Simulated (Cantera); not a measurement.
An isothermal, constant-pressure homogeneous reactor starts with 16.9 % C2H4, 83.1 % H2, at 1723 K and 2670 Pa.

Computed with Cantera and GRI-Mech 3.0 (53 species, 325 reactions). GRI-Mech 3.0 was tuned for natural gas; its chemistry of ethylene as a main component is partial and can be far from experiment. GRI-Mech 3.0 stops at C3 and has no aromatics, soot or wall deposition, so with more carbon than oxygen in the feed, carbon stays in small species such as C2H2 where larger ones or solid carbon would form. Radical loss at walls, strong at low pressure, is not modelled.

Predict: x(C2H4) at 8.00 s; x(H2) at 8.00 s; x(H) at 8.00 s; x(CH4) at 8.00 s; x(CH3) at 8.00 s; x(C2H6) at 8.00 s; x(C2H2) at 8.00 s.


```json
{
  "x(C2H4) at 8.00 s": "0.000133 (gas-phase equilibrium 0.000133)",
  "x(H2) at 8.00 s": "0.854 (gas-phase equilibrium 0.854)",
  "x(H) at 8.00 s": "0.00104 (gas-phase equilibrium 0.00104)",
  "x(CH4) at 8.00 s": "0.000583 (gas-phase equilibrium 0.000838)",
  "x(CH3) at 8.00 s": "1.44e-5 (gas-phase equilibrium 2.07e-5)",
  "x(C2H6) at 8.00 s": "4.11e-9 (gas-phase equilibrium 5.98e-9)",
  "x(C2H2) at 8.00 s": "0.145 (gas-phase equilibrium 0.144)"
}
```
